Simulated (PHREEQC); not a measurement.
Acid rinse or clean (model solution)

A solution holds 0.0062 mol/kgw HCl, 3.2e-05 mol/kgw AlCl3 and 0.0017 mol/kgw MnSO4, at 60 °C. Closed to the air; pH follows from the charge balance.

Model: ion-association model, wateq4f.dat, run in PHREEQC.

| Quantity | Result |
|---|---|
| pH | 2.30 |
| ionic strength | 0.0110 mol/kgw |
| total alkalinity | -6.20 meq/kg |

| species | molality | activity | log γ |
|---|---|---|---|
| Cl- | 0.00627 | 0.00558 | -0.051 |
| H+ | 0.00552 | 0.00499 | -0.044 |
| Mn+2 | 0.00151 | 0.000975 | -0.189 |
| SO4-2 | 0.000834 | 0.000532 | -0.195 |
| HSO4- | 0.000681 | 0.000608 | -0.049 |
| MnSO4 | 0.000167 | 0.000168 | 0.001 |
| MnCl+ | 2.48e-5 | 2.22e-5 | -0.049 |
| AlSO4+ | 1.68e-5 | 1.50e-5 | -0.049 |
| Al+3 | 1.47e-5 | 5.95e-6 | -0.392 |

No solid was allowed to form. Away from 25 °C the constants follow the database's enthalpies or fits; those with neither stay at their 25 °C values.
